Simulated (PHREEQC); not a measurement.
A made-up water analysis in mg/kgw, 20 °C, pH 5.73, pe 11.2: Na 2.39; K 2.68; Ca 0.691; Mg 0.878; Cl 2.84; S(6) as SO4 5.25; Alkalinity as HCO3 5.89; Br 0.269; Si as SiO2 0.00478; N(5) as NO3 0.0464; Li 0.000278; Ni 0.00357.

Valence states are taken as typed.

The numbers come from PHREEQC with the ion-association model, wateq4f.dat.

This is a speciation only: nothing precipitates in the calculation.

Task: What charge-balance error does the model give?

Result: charge-balance error -1.9 %.

Task: In which forms is Ni present?

Result: Ni+2 97 %, NiCO3 1.4 %, NiHCO3+ 1.2 %, NiSO4 0.8 % of the Ni.
